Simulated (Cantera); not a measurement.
Feed: 1 mol Si, 0.063 mol CO₂, 8.8 mol N₂, equilibrated at 1375 K.

Cantera equilibrium calculation (NASA polynomials, part measured and part estimated; ideal gas, pure solids and liquids). Candidate condensed phases: C, Si, SiC, SiO₂, Si₂N₂O, Si₃N₄; 34 gas species. N₂ is the only nitrogen source here; it is nearly inert below about 1500 K, so the nitride shown seldom forms there in practice. Mutual solubility and eutectic melting of coexisting phases are not modelled. Kinetics and transport are ignored.

Which condensed phases are stable at each of these points (P (Pa)): 0.100, 1.50, 22, 320, 4600, 68000, 1000000?


```csv
P (Pa),condensed phases,Si condensed (%)
0.100,Si(s) + SiC(s),87.2
1.50,SiC(s) + Si₂N₂O(s) + Si₃N₄(s),99.0
22,SiC(s) + Si₂N₂O(s) + Si₃N₄(s),100.0
320,SiC(s) + Si₂N₂O(s) + Si₃N₄(s),100.0
4600,C(graphite) + Si₂N₂O(s) + Si₃N₄(s),100.0
68000,C(graphite) + Si₂N₂O(s) + Si₃N₄(s),100.0
1000000,C(graphite) + Si₂N₂O(s) + Si₃N₄(s),100.0
```

At 0.000750 Torr the condensed part is Si(s) + SiC(s). From 0.0113 Torr to 2.40 Torr the condensed part is SiC(s) + Si₂N₂O(s) + Si₃N₄(s). From 34.5 Torr to 7500 Torr the condensed part is C(graphite) + Si₂N₂O(s) + Si₃N₄(s).
